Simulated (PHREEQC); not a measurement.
1 kg of water holding 0.04 mol Na2CO3, 0.018 mol NaCl and 0.00046 mol Na2B4O7 is evaporated at 30 °C; the solids stay in contact with the brine. CO2 is held at log p = -3.4 (atm). Only these solids could form: Halite, Nahcolite, Natron, Trona, Borax, Boric_acid,s, NaBO2:4H2O, NaB5O8:5H2O, Teepleite.

Model: Pitzer model, pitzer.dat, run in PHREEQC.

```tsv
water left (kg)	ionic strength	water activity	Trona (mol)
0.9997	0.122	0.997	0
0.8217	0.150	0.997	0
0.555	0.226	0.995	0
0.4561	0.278	0.994	0
0.3749	0.341	0.993	0
0.2532	0.511	0.990	0
0.2081	0.626	0.988	0
0.171	0.766	0.986	0
0.1155	1.14	0.980	0
0.09496	1.40	0.976	0
0.06413	2.09	0.966	0
0.05272	2.54	0.959	0
0.04332	3.10	0.950	0
0.02928	4.61	0.927	0
0.02406	5.62	0.909	0
0.01977	6.85	0.886	0
0.01299	7.49	0.862	0.00871
0.01041	7.36	0.854	0.0135
0.008283	7.23	0.843	0.0173
0.005122	7.13	0.806	0.0226
0.003964	7.29	0.773	0.0243
```

Trona from water left = 0.01614 kg (pH 10.11); Borax from water left = 0.003964 kg (pH 9.81).
